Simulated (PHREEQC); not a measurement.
Make-up at 75 °C: 0.0036 mol/kgw LiOH and 0.0016 mol/kgw Na2SiO3. Closed to the air; pH follows from the charge balance.

Equilibrium calculation in PHREEQC: ion-association model, wateq4f.dat.

- pH: 10.39
- ionic strength: 0.00684 mol/kgw
- total alkalinity: 6.80 meq/kg

```json
[
 {"species": "OH-", "molality": "0.00526", "activity": "0.00477", "log γ": "-0.043"},
 {"species": "Li+", "molality": "0.00360", "activity": "0.00328", "log γ": "-0.040"},
 {"species": "Na+", "molality": "0.00320", "activity": "0.00291", "log γ": "-0.041"},
 {"species": "H3SiO4-", "molality": "0.00146", "activity": "0.00133", "log γ": "-0.042"},
 {"species": "H4SiO4", "molality": "0.000101", "activity": "0.000102", "log γ": "0.001"},
 {"species": "H2SiO4-2", "molality": "3.63e-5", "activity": "2.50e-5", "log γ": "-0.162"}
]
```

No solid was allowed to form. Species that the database lacks are ignored. Away from 25 °C the constants follow the database's enthalpies or fits; those with neither stay at their 25 °C values.
